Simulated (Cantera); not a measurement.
## Equilibrium for halide evaporation, hydrolysis and transport: CuF2 + O2 + H2

Feed: 1 mol CuF2, a varied amount of O2, 0.26 mol H2, at 650 K and 0.360 bar.

These are equilibrium values from Cantera (NASA tables, ideal gas, pure condensed phases), not measurements of a reactor. Candidate condensed phases: Cu, CuF2, CuO, Cu(OH)2, Cu2O, H2O; 27 gas species. Rates play no part.

| n(O2) (mol) | x HF | x O2 | x H2O | x H2F2 | n CuF2(s) | n CuO(s) | n Cu2O(s) |
|---|---|---|---|---|---|---|---|
| 0.11 | 0.798 | 8.40e-12 | 0.202 | 6.13e-5 | 0.827 | 0.0927 | 0.0400 |
| 0.18 | 0.729 | 0.102 | 0.168 | 5.11e-5 | 0.822 | 0.178 | 0 |
| 0.26 | 0.643 | 0.226 | 0.131 | 3.98e-5 | 0.815 | 0.185 | 0 |
| 0.33 | 0.584 | 0.308 | 0.108 | 3.28e-5 | 0.810 | 0.190 | 0 |
| 0.4 | 0.536 | 0.373 | 0.0910 | 2.76e-5 | 0.806 | 0.194 | 0 |
| 0.48 | 0.491 | 0.433 | 0.0763 | 2.32e-5 | 0.802 | 0.198 | 0 |
| 0.55 | 0.457 | 0.476 | 0.0663 | 2.01e-5 | 0.798 | 0.202 | 0 |
| 0.62 | 0.428 | 0.513 | 0.0582 | 1.77e-5 | 0.796 | 0.204 | 0 |
| 0.69 | 0.403 | 0.545 | 0.0515 | 1.56e-5 | 0.793 | 0.207 | 0 |
| 0.77 | 0.378 | 0.577 | 0.0453 | 1.37e-5 | 0.790 | 0.210 | 0 |
| 0.84 | 0.359 | 0.601 | 0.0407 | 1.24e-5 | 0.788 | 0.212 | 0 |
x: gas mole fraction; n: condensed amount in mol.

At 0.11 mol O2 the condensed part is CuF2(s) + CuO(s) + Cu2O(s). From 0.18 mol O2 to 0.84 mol O2 the condensed part is CuF2(s) + CuO(s).
